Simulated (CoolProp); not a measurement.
Computed with CoolProp (reference Helmholtz-energy equation of state, Lemmon 2016).

Question: Give the vapour pressure (bar), liquid density (kg/m³), vapour density (kg/m³), surface tension (mN/m) of saturated R365MFC at 92.25, 112.05 °C.

Answer: 
```tsv
T (°C)	p (bar)	liquid density (kg/m³)	vapour density (kg/m³)	surface tension (mN/m)
92.25	4.85	1100	27.4	7.88
112.05	7.77	1040	44.4	5.93
```

Surface tension comes from a separate correlation (Mulero 2012).
